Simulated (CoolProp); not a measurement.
Vapour-liquid equilibrium of acetone (1) + methanol (2) at 253.1 K; x and y are mole fractions of (1).

The numbers come from the multi-fluid Helmholtz-energy mixture model, Lemmon 2006 and de Reuck 1993; pair parameters Bell 2016 in CoolProp.

| x | bubble pressure, mixture model (MPa) | bubble pressure, Raoult's law (MPa) | y, mixture model | y, Raoult's law |
|---|---|---|---|---|
| 0.05 | 0.001314 | 0.001119 | 0.256 | 0.130 |
| 0.15 | 0.001730 | 0.001307 | 0.481 | 0.334 |
| 0.25 | 0.002009 | 0.001495 | 0.588 | 0.486 |
| 0.35 | 0.002210 | 0.001684 | 0.654 | 0.604 |
| 0.45 | 0.002368 | 0.001872 | 0.705 | 0.699 |
| 0.55 | 0.002501 | 0.002060 | 0.749 | 0.776 |
| 0.65 | 0.002618 | 0.002249 | 0.793 | 0.841 |
| 0.75 | 0.002724 | 0.002437 | 0.840 | 0.895 |
| 0.85 | 0.002816 | 0.002625 | 0.893 | 0.941 |
| 0.95 | 0.002886 | 0.002813 | 0.959 | 0.982 |

The largest gap from Raoult's law is +34.4 % in bubble pressure, at x = 0.25. No azeotrope shows between x = 0.05 and 0.95.

The pair parameters rest on a limited set of measurements; away from them the model extrapolates.
